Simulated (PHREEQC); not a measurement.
# Buffer: an equilibrium model

Make-up at 25 °C: 0.0054 mol NH4Cl and 0.0014 mol K2HPO4 per kg of water. Closed to the air; pH follows from the charge balance.

Model: ion-association model, phreeqc.dat, run in PHREEQC.

Each row changes one thing in this solution. This is a speciation only: nothing precipitates in the calculation.

| case | pH | ionic strength (mol/kgw) | HPO4-2 (mol/kgw) | H2PO4- (mol/kgw) |
|---|---|---|---|---|
| as made | 7.87 | 0.00920 | 0.00120 | 0.000196 |
| temperature from 25 to 55 °C | 7.38 | 0.00876 | 0.000979 | 0.000417 |
| K2HPO4 replaced by H3PO4 at the same molality | 2.95 | 0.00662 | 8.64e-8 | 0.00121 |
| temperature from 25 to 30 °C | 7.78 | 0.00914 | 0.00117 | (withheld) |
| K2HPO4 from 0.0014 to 0.00028 mol/kgw | 7.47 | 0.00607 | 0.000197 | 8.32e-5 |
| K2HPO4 from 0.0014 to 0.00126 mol/kgw | 7.84 | 0.00880 | 0.00107 | 0.000186 |
| NH4Cl left out | (withheld) | 0.00418 | 0.00138 | 1.46e-5 |

Task: What belongs in the gaps?

Result: 
- temperature from 25 to 30 °C, H2PO4- (mol/kgw): 0.000227
- NH4Cl left out, pH: 9.09

Complexes and solids missing from the database can't appear. At this temperature some constants are extrapolated from 25 °C, and those without enthalpy data are left unchanged.
